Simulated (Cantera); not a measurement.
Input: 1 mol MgSO4, 0.023 mol C, a varied amount of O2, equilibrated at 698.15 K and 17.0 mbar.

Cantera equilibrium calculation (NASA polynomials, part measured and part estimated; ideal gas, pure solids and liquids). Candidate condensed phases: C, Mg, MgCO3, MgO, MgS, MgSO4, S; 26 gas species. Gases not in the tables: S3 to S7. Rates play no part.

Q: At 0.012 mol O2, list the 5 most abundant gas species with their mole fractions, and the condensed phases.

A: CO2 0.598, SO2 0.368, S2 0.0330, S2O 0.00121, COS 0.000139. Condensed: MgO(s) + MgSO4(s).
